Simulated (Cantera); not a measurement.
Feed: 1 mol SiO2, 540 mol H2, a varied amount of H2O, at 1.00 bar.

Method: chemical equilibrium by Gibbs-energy minimisation in Cantera with the NASA 1993 tables (ideal gas, pure condensed phases). Candidate condensed phases: H2O, Si, SiO2; 18 gas species. The tables hold silica as quartz up to 1696 K and as liquid above; real silica turns to tridymite and cristobalite and melts near 1996 K. Gases not in the tables: Si(OH)4. Rates play no part.

**Question.** What condenses at these points (T in K, n(H2O) in mol): (1800, 3.7); (1950, 1.8); (1800, 2.9); (1950, 4.8); (1800, 1.4)?

**Answer.** 
```json
[
 {"T (K)": "1800", "n(H2O) in mol": "3.7", "condensed phases": "SiO2", "Si condensed (%)": "83.3"},
 {"T (K)": "1950", "n(H2O) in mol": "1.8", "condensed phases": "gas only", "Si condensed (%)": "0.0"},
 {"T (K)": "1800", "n(H2O) in mol": "2.9", "condensed phases": "SiO2", "Si condensed (%)": "79.3"},
 {"T (K)": "1950", "n(H2O) in mol": "4.8", "condensed phases": "gas only", "Si condensed (%)": "0.0"},
 {"T (K)": "1800", "n(H2O) in mol": "1.4", "condensed phases": "SiO2", "Si condensed (%)": "63.6"}
]
```
